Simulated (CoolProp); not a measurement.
A single-stage vapour-compression cycle with R22: evaporating at 225.15 K (dew point), condensing at 285.15 K (bubble point), superheat 5 K, subcooling 5 K, compressor efficiency 0.75, no pressure losses. Each further row changes one setting.

Computed with CoolProp (reference Helmholtz-energy equation of state, Kamei 1995).

```csv
case,cooling COP,pressure ratio,discharge temperature (K),refrigerating effect (kJ/kg),volumetric capacity (kJ/m³)
as stated,[?],10.1,360.2,179,593
evaporating temperature 230.15 K,2.57,[?],[?],[?],756
condensing temperature 280.15 K,2.52,8.70,[?],185,613
subcooling 10 K,2.33,10.1,360.2,185,613
superheat 15 K,2.23,10.1,[?],185,[?]
compressor efficiency 0.65,[?],10.1,376.1,179,593
```

Problem. Some entries are withheld; supply them.

Solution. 
- as stated, cooling COP: 2.26
- evaporating temperature 230.15 K, pressure ratio: 7.91
- evaporating temperature 230.15 K, discharge temperature (K): 351.9
- evaporating temperature 230.15 K, refrigerating effect (kJ/kg): 181
- condensing temperature 280.15 K, discharge temperature (K): 351.1
- superheat 15 K, discharge temperature (K): 372.6
- superheat 15 K, volumetric capacity (kJ/m³): 585
- compressor efficiency 0.65, cooling COP: 1.96
